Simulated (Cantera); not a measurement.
Input: 1 mol FeS2, 0.18 mol H2S, 2.4 mol CO2, held at 575 °C and 101000 Pa.

Cantera equilibrium calculation (NASA polynomials, part measured and part estimated; ideal gas, pure solids and liquids). Candidate condensed phases: C, C6H6, C7H8, C8H18, Fe, Fe(CO)5, FeO, Fe(OH)2, Fe(OH)3, FeS, FeSO4, FeS2, Fe2O3, Fe2(SO4)3, Fe3O4, H2O, H2SO4, S; 127 gas species. Gases not in the tables: S3 to S7. Equilibrium is a limit: real reactors are often held back by kinetics, nucleation or transport.

Q: What is the equilibrium state?

A: 
```json
{
 "x(CO2)": "0.901",
 "x(H2S)": "0.0439",
 "x(H2O)": "0.0249",
 "x(COS)": "0.0166",
 "x(CO)": "0.00822",
 "x(S2)": "0.00439",
 "x(H2)": "0.000702",
 "x(CS2)": "7.32e-5",
 "x(SO2)": "4.26e-5",
 "n(FeS2(s))": "1.00 mol",
 "gas_amount": "2.591 mol",
 "log10 activity of S(l) (absent)": "-1.05",
 "log10 activity of C(graphite) (absent)": "-2.76",
 "log10 activity of Fe(α) (absent)": "-5.67"
}
```
